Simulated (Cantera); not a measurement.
A freely propagating, adiabatic, planar premixed flame of 15.9 % CO, 6.70 % H2, 17.2 % O2, 60.1 % N2, unburnt at 650 K and 2.70 bar; unity-Lewis-number transport, grid criteria slope 0.08 and curve 0.16, no radiation.

Model: GRI-Mech 3.0 (53 species, 325 reactions), integrated in Cantera. The hydrogen kinetics of GRI-Mech 3.0 are dated; newer H2 mechanisms differ, most at raised pressure. Unity Lewis numbers drop preferential diffusion, which matters most where H2 and H carry the flame. Burning velocities carry a grid error of a few per cent, more on coarse grids.

### Question
Predict: laminar burning velocity; thermal thickness; peak x(OH).

### Answer
```json
{
 "laminar_burning_velocity": "162 cm/s",
 "thermal_thickness": "0.176 mm",
 "peak x(OH)": "0.00836"
}
```
